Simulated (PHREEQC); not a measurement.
Solution (5.7 °C): 20 mmol/kgw NaAlO2. Closed to the air; pH follows from the charge balance.

Computed with PHREEQC (ion-association model, phreeqc.dat).

```csv
quantity,before,after
pH,9.34,7.84
ionic strength (mol/kgw),0.0200,0.0200
Al(OH)3 (mol/kgw),4.86e-6,2.59e-5
Al(OH)2+ (mol/kgw),8.68e-8,1.56e-7
AlOH+2 (mol/kgw),4.93e-11,1.10e-11
SI of Al(OH)3(a) (Al(OH)3),+1.58,+0.42
```

Q: What was changed between the two runs?
A. temperature from 5.7 to 85 °C
B. NaAlO2 from 0.02 to 0.2 mol/kgw
C. NaAlO2 from 0.02 to 0.018 mol/kgw
D. diluted 10-fold with water
E. NaAlO2 from 0.02 to 0.01 mol/kgw

A: A, temperature from 5.7 to 85 °C

No solid was allowed to form. Some of these states are supersaturated (in Al(OH)3(a), Gibbsite (slow to form), for instance). Constants without temperature data keep their 25 °C values here.
